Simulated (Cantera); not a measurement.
What does this Cantera script print?

```python
import numpy as np
import cantera as ct

gas = ct.Solution("gri30.yaml")
gas.TPX = 1125, 100000, {'CH4': 1, 'O2': 1.25, 'N2': 5.25}
reactor = ct.IdealGasReactor(gas, energy="on", clone=False)
net = ct.ReactorNet([reactor])
net.rtol, net.atol = 1e-08, 1e-16
show = ['CH4', 'O2', 'CH2', 'H', 'N2O']
times = np.geomspace(2e-06, 3, 12)

steps = ct.SolutionArray(gas, extra=["t"])
rows = []
print(f"{'t/s':>10s}{'T/K':>9s}{'P/Pa':>11s}" + "".join(f"{s:>11s}" for s in show))
for t in times:
    while net.time < t:
        t_next = net.step()
        steps.append(gas.state, t=t_next)
    rows.append([np.interp(t, steps.t, y) for y in (steps.T, steps.P, *steps(*show).X.T)])
    print(f"{t:10.3e}{rows[-1][0]:9.1f}{rows[-1][1]:11.4g}" + "".join(f"{x:11.3e}" for x in rows[-1][2:]))
rate = np.gradient(steps.T, steps.t)
print("integrator steps:", len(steps.t))
if steps.T.max() > steps.T[0] + 200:
    print(f"time of steepest temperature rise: {steps.t[rate.argmax()]:.4e} s")
gas.TPX = 1125, 100000, {'CH4': 1, 'O2': 1.25, 'N2': 5.25}
gas.equilibrate("UV")
print(f"equilibrium (UV): T = {gas.T:.1f} K  " + "  ".join(f"{s} {gas[s].X[0]:.3e}" for s in show))
```

Output:

```
       t/s      T/K       P/Pa        CH4         O2        CH2          H        N2O
 2.000e-06   1125.0      1e+05  1.333e-01  1.667e-01  1.538e-21  1.057e-12  3.845e-18
 7.286e-06   1125.0      1e+05  1.333e-01  1.667e-01  1.806e-20  1.338e-12  2.390e-17
 2.654e-05   1125.0      1e+05  1.333e-01  1.667e-01  2.164e-19  1.694e-12  2.153e-16
 9.670e-05   1125.0      1e+05  1.333e-01  1.667e-01  3.009e-18  3.109e-12  2.475e-15
 3.523e-04   1125.0      1e+05  1.333e-01  1.667e-01  5.130e-17  9.988e-12  3.035e-14
 1.283e-03   1125.0      1e+05  1.333e-01  1.667e-01  1.464e-15  6.289e-11  3.488e-13
 4.675e-03   1125.0      1e+05  1.333e-01  1.667e-01  3.941e-14  3.791e-10  2.637e-12
 1.703e-02   1125.3      1e+05  1.333e-01  1.666e-01  8.019e-14  6.698e-10  1.272e-11
 6.205e-02   1127.1  1.002e+05  1.330e-01  1.664e-01  2.734e-13  2.479e-09  9.635e-11
 2.260e-01   2661.5  2.621e+05  4.471e-12  1.868e-04  1.521e-12  8.869e-03  6.495e-08
 8.235e-01   2661.5  2.621e+05  4.471e-12  1.868e-04  1.521e-12  8.869e-03  6.495e-08
 3.000e+00   2661.5  2.621e+05  4.471e-12  1.868e-04  1.521e-12  8.869e-03  6.495e-08
integrator steps: 2597
time of steepest temperature rise: 1.9019e-01 s
equilibrium (UV): T = 2661.5 K  CH4 5.094e-12  O2 1.868e-04  CH2 1.637e-12  H 8.869e-03  N2O 6.495e-08
```

Computed with Cantera and GRI-Mech 3.0 (53 species, 325 reactions).
